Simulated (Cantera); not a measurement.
# Reactions in the system Cr-N-O

Source: NASA polynomial tables (part measured, part estimated), evaluated in Cantera. Values are per mole of reaction as written; species without (g) are pure solids or liquids, kept so even where they would boil at 1 bar.

7 NO₂(g) + Cr₂N ⇌ 2 CrO₃(g) + 8 NO(g)

| T (K) | ΔH° (kJ) | ΔS° (J/K) | ΔG° (kJ) | log10 K |
|---|---|---|---|---|
| 1225 | 15.6 | 460.0 | -547.9 | 23.36 |
| 1325 | 11.5 | 456.7 | -593.7 | 23.41 |
| 1425 | 6.9 | 453.4 | -639.2 | 23.43 |
| 1525 | 2.0 | 450.1 | -684.4 | 23.44 |
| 1625 | -3.2 | 446.8 | -729.3 | 23.44 |
| 1725 | -8.8 | 443.5 | -773.8 | 23.43 |
| 1825 | -14.8 | 440.1 | -818.0 | 23.41 |
